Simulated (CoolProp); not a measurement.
100 sccm (0 °C, 1 atm) of nitrogen bubbles through liquid hexamethyldisiloxane (MM) at 277.5 K and leaves saturated at a total pressure of 0.0264 MPa (ideal gas phase). Each further row changes one setting.

The numbers come from the reference Helmholtz-energy equation of state, Thol 2016 in CoolProp.

```tsv
case	vapour pressure (kPa)	mole fraction of vapour	delivery (mg/min)	delivery (sccm)	change of delivery for a bath 1 K warmer (%)
as stated	1.77	(withheld)	52.2	(withheld)	6.7
bath temperature 282.5 K	(withheld)	0.0904	72.0	(withheld)	6.6
total pressure 0.0528 MPa	1.77	0.0336	25.2	(withheld)	6.5
```

Problem. Complete the blanks.

Solution. 
- as stated, mole fraction of vapour: 0.0672
- as stated, delivery (sccm): 7.20
- bath temperature 282.5 K, vapour pressure (kPa): 2.39
- bath temperature 282.5 K, delivery (sccm): 9.94
- total pressure 0.0528 MPa, delivery (sccm): 3.48
